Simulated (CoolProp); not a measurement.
Carbonyl sulfide along the isobar 3360 kPa: fugacity coefficient from the reference equation and from simpler models built on Tc = 105.6 °C, pc = 6369 kPa, ω = 0.098; each cubic takes its own stable root.

Computed with CoolProp (reference Helmholtz-energy equation of state, Lemmon 2006). It is a short technical equation, of lower accuracy than the large ones.

```tsv
T (°C)	phase	reference	van der Waals	Peng-Robinson
17.35	liquid	0.2907	0.5176	0.2889
31.05	liquid	0.3919	0.6148	0.3889
44.85	liquid	0.5110	0.7174	0.5061
58.55	liquid	0.6444	0.7834	0.6364
72.35	gas	(withheld)	0.8044	(withheld)
86.15	gas	0.7946	0.8226	0.7779
99.85	gas	0.8178	0.8383	0.8005
113.65	gas	0.8377	0.8523	0.8203
127.35	gas	(withheld)	0.8646	0.8376
141.15	gas	0.8694	0.8756	0.8529
154.95	gas	0.8823	(withheld)	0.8665
168.65	gas	0.8936	0.8943	0.8786
```

Problem. What belongs in the gaps?

Solution. 
- 72.35, reference: 0.7665
- 72.35, Peng-Robinson: 0.7513
- 127.35, reference: 0.8546
- 154.95, van der Waals: 0.8855

At some of these states van der Waals gives the other phase, because its saturation line lies elsewhere.
